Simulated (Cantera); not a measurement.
A closed system holds: 1 mol CaCO3, 0.094 mol CO2, 0.038 mol O2, held at 75.0 Torr.

Cantera equilibrium calculation (NASA polynomials, part measured and part estimated; ideal gas, pure solids and liquids). Candidate condensed phases: C, Ca, CaCO3, CaO; 15 gas species. Equilibrium is a limit: real reactors are often held back by kinetics, nucleation or transport. All values below are at 1475 °C.

Base state: CO2 0.964, O2 0.0345, CO 0.00194, O 4.31e-5 (mole fractions); condensed: CaO(s).

### Question
What changes in the equilibrium state with this change: O2 from 0.038 to 3.3 mol?

### Answer
| species | before | after |
|---|---|---|
| O2 | 0.0345 | 0.751 |
| CO2 | 0.964 | 0.249 |
| O | 4.31e-5 | 0.000201 |
| CO | 0.00194 | 0.000107 |
| CaO(s), mol | 1.00 | 1.00 |
